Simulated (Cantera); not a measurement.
# Equilibrium for silicon carbide growth: (CH3)2SiCl2 + C2H2 + H2

Feed: 1 mol (CH3)2SiCl2, 0.0076 mol C2H2, 1.2 mol H2, held at 1700 °C.

Equilibrium computed with Cantera from the NASA thermochemical tables; the gas is ideal and each condensed phase is pure. Candidate condensed phases: C, C6H6, C7H8, C8H18, Si, SiC; 109 gas species. The feed counts by its element totals alone. The tables' values for SiCl3, SiCl are old estimates; treat these amounts as uncertain. Kinetics and transport are ignored.

From 1.00 mbar to 1.00 bar the condensed part is C(graphite) + SiC(s). The main Si-bearing gas is SiCl2 throughout.

```json
[
 {"P (Pa)": "100", "x H2": "0.611", "x HCl": "0.320", "x H": "0.0333", "x SiCl2": "0.0205", "x Cl": "0.0130", "n C(graphite)": "1.13", "n SiC(s)": "0.877"},
 {"P (Pa)": "220", "x H2": "0.620", "x HCl": "0.326", "x H": "0.0226", "x SiCl2": "0.0210", "x Cl": "0.00890", "n C(graphite)": "1.13", "n SiC(s)": "0.882"},
 {"P (Pa)": "460", "x H2": "0.625", "x HCl": "0.330", "x H": "0.0157", "x SiCl2": "0.0213", "x Cl": "0.00620", "n C(graphite)": "1.13", "n SiC(s)": "0.883"},
 {"P (Pa)": "1000", "x H2": "0.630", "x HCl": "0.333", "x H": "0.0107", "x SiCl2": "0.0216", "x Cl": "0.00423", "n C(graphite)": "1.13", "n SiC(s)": "0.884"},
 {"P (Pa)": "2200", "x H2": "0.633", "x HCl": "0.335", "x H": "0.00724", "x SiCl2": "0.0217", "x Cl": "0.00286", "n C(graphite)": "1.13", "n SiC(s)": "0.883"},
 {"P (Pa)": "4600", "x H2": "0.635", "x HCl": "0.336", "x H": "0.00501", "x SiCl2": "0.0217", "x Cl": "0.00198", "n C(graphite)": "1.13", "n SiC(s)": "0.883"},
 {"P (Pa)": "10000", "x H2": "0.636", "x HCl": "0.336", "x H": "0.00340", "x SiCl2": "0.0217", "x Cl": "0.00134", "n C(graphite)": "1.13", "n SiC(s)": "0.882"},
 {"P (Pa)": "22000", "x H2": "0.638", "x HCl": "0.336", "x H": "0.00230", "x SiCl2": "0.0217", "x Cl": "0.000904", "n C(graphite)": "1.13", "n SiC(s)": "0.881"},
 {"P (Pa)": "46000", "x H2": "0.639", "x HCl": "0.335", "x H": "0.00159", "x SiCl2": "0.0215", "x Cl": "0.000623", "n C(graphite)": "1.13", "n SiC(s)": "0.879"},
 {"P (Pa)": "100000", "x H2": "0.641", "x HCl": "0.333", "x H": "0.00108", "x SiCl2": "0.0212", "x Cl": "0.000420", "n C(graphite)": "1.13", "n SiC(s)": "0.875"}
]
```
x: gas mole fraction; n: condensed amount in mol.
